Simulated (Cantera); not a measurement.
Charge: 1 mol Si₂Cl₆, 76 mol N₂, equilibrated at 0.000550 bar.

Method: chemical equilibrium by Gibbs-energy minimisation in Cantera with the NASA 1993 tables (ideal gas, pure condensed phases). Candidate condensed phases: Si, Si₃N₄; 13 gas species. The feed counts by its element totals alone. N₂ is the only nitrogen source here; it is nearly inert below about 1500 K, so the nitride shown seldom forms there in practice. Kinetics and transport are ignored.

Over these rows the condensed part is Si₃N₄(s). Partial pressures as log10 of bar:

```tsv
T (K)	1000/T (1/K)	log p SiCl₂	log p N₂	log p SiCl₄
923	1.0834	-9.33	-3.27	-4.97
948	1.0549	-8.91	-3.27	-4.97
973	1.0277	-8.51	-3.27	-4.97
998	1.0020	-8.13	-3.27	-4.97
1023	0.9775	-7.77	-3.27	-4.97
1048	0.9542	?	-3.27	-4.98
```

Q: Fit log p(SiCl₂) = a + b·(1000/T) to the five rows, give the apparent enthalpy, and predict the row at 1048 K.

A: Means: 1000/T = 1.0291, log p = -8.530. Sxy = -0.103328, Sxx = 0.0070131, so b = -14.73 and a = -8.530 − (-14.73)×1.0291 = 6.63.
Apparent enthalpy: −19.145 × (-14.73) = 282 kJ/mol. With the condensed phases at unit activity, 1/6 Si₃N₄(s) + 1/2 SiCl₄(g) = SiCl₂(g) + 1/3 N₂(g) links this pressure to the main gases: over the six rows their terms move log p by -0.01 in all, so the slope is close to that reaction's ΔH°. The five rows lie within 0.01 of the line.
Prediction at 1048 K: 6.63 + (-14.73)×0.9542 = -7.43. The computed value is -7.42, 0.01 from the line.
